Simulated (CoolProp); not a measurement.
Vapour-liquid equilibrium of propylene (1) + R114 (2) at 966 kPa; x and y are mole fractions of (1).

Model: multi-fluid Helmholtz-energy mixture model, Lemmon 2013 and Platzer 1990; pair parameters Bell 2016, in CoolProp. This equation is an older, rougher fit; its heat capacities, sound speeds and derivatives of the liquid may be far off and weren't checked against measurements.

```json
[
 {"x": "0.05", "bubble temperature (°C)": "75.1", "y at the bubble point": "0.151", "dew temperature at overall composition x (°C)": "79.6", "liquid density (mol/L)": "7.585"},
 {"x": "0.125", "bubble temperature (°C)": "65.9", "y at the bubble point": "0.342", "dew temperature at overall composition x (°C)": "76.3", "liquid density (mol/L)": "7.948"},
 {"x": "0.2", "bubble temperature (°C)": "57.7", "y at the bubble point": "0.489", "dew temperature at overall composition x (°C)": "(withheld)", "liquid density (mol/L)": "8.302"},
 {"x": "0.275", "bubble temperature (°C)": "50.7", "y at the bubble point": "0.600", "dew temperature at overall composition x (°C)": "69.2", "liquid density (mol/L)": "8.644"},
 {"x": "0.35", "bubble temperature (°C)": "(withheld)", "y at the bubble point": "0.683", "dew temperature at overall composition x (°C)": "65.4", "liquid density (mol/L)": "8.978"},
 {"x": "0.425", "bubble temperature (°C)": "39.9", "y at the bubble point": "0.746", "dew temperature at overall composition x (°C)": "61.4", "liquid density (mol/L)": "9.308"},
 {"x": "0.5", "bubble temperature (°C)": "35.8", "y at the bubble point": "0.795", "dew temperature at overall composition x (°C)": "57.0", "liquid density (mol/L)": "9.638"},
 {"x": "0.575", "bubble temperature (°C)": "32.3", "y at the bubble point": "0.835", "dew temperature at overall composition x (°C)": "52.4", "liquid density (mol/L)": "9.975"},
 {"x": "0.65", "bubble temperature (°C)": "29.2", "y at the bubble point": "0.868", "dew temperature at overall composition x (°C)": "47.2", "liquid density (mol/L)": "(withheld)"},
 {"x": "0.725", "bubble temperature (°C)": "(withheld)", "y at the bubble point": "0.898", "dew temperature at overall composition x (°C)": "41.6", "liquid density (mol/L)": "10.69"},
 {"x": "0.8", "bubble temperature (°C)": "24.0", "y at the bubble point": "0.926", "dew temperature at overall composition x (°C)": "35.3", "liquid density (mol/L)": "(withheld)"},
 {"x": "0.875", "bubble temperature (°C)": "21.7", "y at the bubble point": "0.953", "dew temperature at overall composition x (°C)": "28.6", "liquid density (mol/L)": "11.51"},
 {"x": "0.95", "bubble temperature (°C)": "19.5", "y at the bubble point": "0.981", "dew temperature at overall composition x (°C)": "21.9", "liquid density (mol/L)": "11.98"}
]
```

Task: Complete the blanks.

Result: 
- 0.2, dew temperature at overall composition x (°C): 72.8
- 0.35, bubble temperature (°C): 44.8
- 0.65, liquid density (mol/L): 10.32
- 0.725, bubble temperature (°C): 26.5
- 0.8, liquid density (mol/L): 11.08

No azeotrope shows between x = 0.05 and 0.95.

The pair parameters rest on a limited set of measurements; away from them the model extrapolates.
